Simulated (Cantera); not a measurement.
Predominance diagram of Na at 1275 K against the partial pressures of O2 and S2 (log10, bar). Cantera with NASA thermochemical tables; ideal gases at 1 bar, condensed phases pure. Candidates: Na(l), Na2O(s), Na2S(s), Na2SO4(l). Only these pure phases compete in this equilibrium. Not in the tables: pyrosulfates.

```
log p(S2) \ log p(O2)
        columns: -17, -16.1, -15.1, -14.2, -13.2, -12.3, -11.3, -10.4, -9.4, -8.5, -7.5, -6.6, -5.6, -4.7, -3.7, -2.8, -1.8, -0.9, 0.1, 1
      0  A A A A A A B B C C C C C C C C C C C C
   -1.4  A A A A A A B B B C C C C C C C C C C C
   -2.9  A A A A A A B B B C C C C C C C C C C C
   -4.3  A A A A A A B B B B C C C C C C C C C C
   -5.8  A A A A A A B B B B B C C C C C C C C C
   -7.2  A A A A A A B B B B B B C C C C C C C C
   -8.7  A A A A A A B B B B B B C C C C C C C C
  -10.1  A A A A A A B B B B B B B C C C C C C C
  -11.6  A A A A A A B B B B B B B B C C C C C C
    -13  A A A A A A B B B B B B B B B C C C C C
```

A: Na2S(s); B: Na2SO4(l); C: out of reach (another gas would pass 10 bar, or a non-metal would condense).
